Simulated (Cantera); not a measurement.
Stirred combustor or abatement burner

A perfectly stirred reactor is fed with 13.8 % CH₄, 1.66 % H₂, 17.8 % O₂, 66.8 % N₂, at 2.90 bar; it is adiabatic with a 325 K inlet, and is followed from long to short residence time, starting on the burning branch (τ in s: 0.46, 0.19, 0.08, 0.033, 0.014, 0.0058, 0.0024, 0.001, 0.00042, 0.00017, 7.2e-05, 3e-05, 1.3e-05).

Model: GRI-Mech 3.0 (53 species, 325 reactions), integrated in Cantera.

```tsv
τ (s)	T (K)	x CH₄	x H₂	x O₂	x O	x HO₂	x CH₃
0.46	1880	0.00214	0.0957	7.17e-5	4.80e-8	1.77e-8	6.11e-5
0.19	1886	0.00324	0.0910	0.000159	8.97e-8	3.99e-8	0.000104
0.080	1892	0.00450	0.0853	0.000338	1.77e-7	8.70e-8	0.000168
0.033	1897	0.00591	0.0791	0.000715	3.72e-7	1.93e-7	0.000263
0.014	1897	0.00736	0.0734	0.00144	7.84e-7	4.22e-7	0.000394
0.0058	1888	0.00899	0.0682	0.00290	1.72e-6	9.77e-7	0.000578
0.0024	1862	0.0112	0.0636	0.00598	3.82e-6	2.48e-6	0.000820
0.0010	1773	0.0165	0.0581	0.0155	8.43e-6	9.05e-6	0.00105
0.00042	325	0.138	0.0166	0.178	<1e-12	<1e-12	<1e-12
0.00017	325	0.138	0.0166	0.178	<1e-12	<1e-12	<1e-12
7.2e-5	325	0.138	0.0166	0.178	<1e-12	<1e-12	<1e-12
3.0e-5	325	0.138	0.0166	0.178	<1e-12	<1e-12	<1e-12
1.3e-5	325	0.138	0.0166	0.178	<1e-12	<1e-12	<1e-12
```
x: mole fraction; the columns are a selection and need not sum to one.
